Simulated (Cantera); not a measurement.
**Moist CO burnout**

An isothermal, constant-pressure homogeneous reactor starts with CO : O₂ : H₂O : N₂ = 0.011 : 0.072 : 0.0096 : 1 (molar parts), equivalence ratio 0.076, at 1450 K and 1.10 bar.

Detailed kinetics in Cantera: GRI-Mech 3.0 (53 species, 325 reactions).

| t (s) | x CO | x O₂ | x H₂O | x N₂O | x HO₂ |
|---|---|---|---|---|---|
| 1.00e-6 | 0.0101 | 0.0659 | 0.00879 | <1e-12 | 4.96e-11 |
| 4.96e-6 | 0.0101 | 0.0659 | 0.00879 | <1e-12 | 2.44e-10 |
| 2.46e-5 | 0.0101 | 0.0659 | 0.00879 | <1e-12 | 1.19e-9 |
| 0.000122 | 0.0101 | 0.0659 | 0.00879 | 1.22e-11 | 9.61e-9 |
| 0.000605 | 0.00979 | 0.0657 | 0.00872 | 1.70e-8 | 3.18e-6 |
| 0.00300 | 0.000663 | 0.0613 | 0.00868 | 1.10e-6 | 2.80e-6 |
| 0.0149 | 2.14e-5 | 0.0612 | 0.00880 | 1.22e-6 | 1.98e-7 |
| 0.0738 | 4.99e-7 | 0.0612 | 0.00882 | 5.30e-7 | 2.23e-8 |
| 0.366 | 8.91e-8 | 0.0612 | 0.00883 | 4.34e-8 | 1.62e-8 |
| 1.81 | 8.85e-8 | 0.0612 | 0.00883 | 3.92e-8 | 1.62e-8 |
| 9.00 | 8.85e-8 | 0.0612 | 0.00883 | 3.92e-8 | 1.62e-8 |
x: mole fraction; the columns are a selection and need not sum to one.

Equilibrium at this temperature and pressure: CO 8.87e-8, O₂ 0.0609, H₂O 0.00883, N₂O 3.92e-8, HO₂ 1.61e-8 (gas phase only).
